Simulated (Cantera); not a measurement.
An adiabatic, constant-volume homogeneous reactor starts with CH₄ : C₂H₆ : C₃H₈ : O₂ : N₂ = 1 : 0.083 : 1.2 : 5.1 : 24 (molar parts), at 1750 K and 683 Torr.

Cantera simulation using GRI-Mech 3.0 (53 species, 325 reactions); the numbers are that mechanism's predictions, not measurements. GRI-Mech 3.0 was tuned for natural gas; its chemistry of propane as a main component is partial and can be far from experiment.

Q: Predict: time of steepest temperature rise; temperature at 1.00 s; equilibrium temperature; x(H₂O₂) at 1.00 s; x(O₂) at 1.00 s.

A: 
```json
{
 "time_of_steepest_temperature_rise": "22.5 µs",
 "temperature at 1.00 s": "2935 K",
 "equilibrium_temperature": "2935 K",
 "x(H₂O₂) at 1.00 s": "8.83e-8 (gas-phase equilibrium 8.83e-8)",
 "x(O₂) at 1.00 s": "0.00164 (gas-phase equilibrium 0.00164)"
}
```
